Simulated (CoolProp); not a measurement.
Vapour-liquid equilibrium of n-pentane (1) + the fluoroketone C6F12O (FK-5-1-12) (2) at 134 kPa; x and y are mole fractions of (1).

The numbers come from the multi-fluid Helmholtz-energy mixture model, Thol 2019 and McLinden 2015; pair parameters Bell 2016 in CoolProp.

```
x      bubble temperature (K)  y at the bubble point  dew temperature at overall composition x (K)  liquid density (mol/L)
-----  ----------------------  ---------------------  --------------------------------------------  ----------------------
0.05                    325.8                  0.176                                         329.2                   4.886
0.125                   320.0                  0.368                                         327.2                   5.095
0.2                     315.8                  0.491                                         325.1                   5.300
0.275                   313.1                  0.566                                         322.9                   5.502
0.35                    311.4                  0.612                                         320.6                   5.709
0.425                   310.6                  0.639                                         318.1                   5.924
0.5                     310.2                  0.654                                         315.5                   6.155
0.575                   310.0                  0.663                                         312.7                   6.407
0.65                    310.0                  0.670                                         310.3                   6.685
0.725                   310.0                  0.679                                         310.7                   6.993
0.8                     310.2                  0.697                                         312.5                   7.332
0.875                   311.1                  0.740                                         314.4                   7.700
0.95                    313.6                  0.845                                         316.4                   8.085
```

y crosses x between x = 0.65 and 0.725: the model has an azeotrope there.

The pair parameters rest on a limited set of measurements; away from them the model extrapolates.
